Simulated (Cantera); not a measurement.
Charge: 1 mol SiH2Cl2, 0.011 mol CH4, 14 mol H2, held at 2275 K and 0.100 bar.

Method: chemical equilibrium by Gibbs-energy minimisation in Cantera with the NASA 1993 tables (ideal gas, pure condensed phases). Candidate condensed phases: C, C6H6, C7H8, C8H18, Si, SiC; 109 gas species. The tables' values for SiCl, SiCl3 are old estimates; treat these amounts as uncertain. Gases not in the tables: Si2H6 and higher silanes. Kinetics and transport are ignored.

Base state: H2 0.859, HCl 0.0866, H 0.0249, SiCl2 0.0157, Si 0.00745, SiCl 0.00204, Cl 0.00181, SiH 0.000839 (mole fractions); condensed: Si(l).

### Question
What changes in the equilibrium state with this change: H2 from 14 to 130 mol?

### Answer
```tsv
species	before	after
H2	0.859	0.952
H	0.0249	0.0262
HCl	0.0866	0.0138
SiCl2	0.0157	0.000271
Si	0.00745	0.00562
SiCl3	4.57e-5	1.20e-7
SiC2	1.52e-5	6.62e-7
C2H2 (acetylene)	5.28e-5	3.38e-6
Si(l), mol	0.544	0
```
The tables' values for SiCl are old estimates; treat these amounts as uncertain.
